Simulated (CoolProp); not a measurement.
The numbers come from the reference Helmholtz-energy equation of state, Thol 2018 in CoolProp.

Q: Give the vapour pressure (kPa), vapour density (kg/m³), enthalpy of vaporisation (kJ/kg), liquid cp (kJ/(kg K)) of saturated hydrogen chloride at 243.1, 249.4, 262.1 K.

A: 
```json
[
 {"T (K)": "243.1", "p (kPa)": "1080", "vapour density (kg/m³)": "22.6", "enthalpy of vaporisation (kJ/kg)": "371", "liquid cp (kJ/(kg K))": "1.79"},
 {"T (K)": "249.4", "p (kPa)": "1320", "vapour density (kg/m³)": "27.6", "enthalpy of vaporisation (kJ/kg)": "360", "liquid cp (kJ/(kg K))": "1.82"},
 {"T (K)": "262.1", "p (kPa)": "1920", "vapour density (kg/m³)": "40.5", "enthalpy of vaporisation (kJ/kg)": "336", "liquid cp (kJ/(kg K))": "1.91"}
]
```
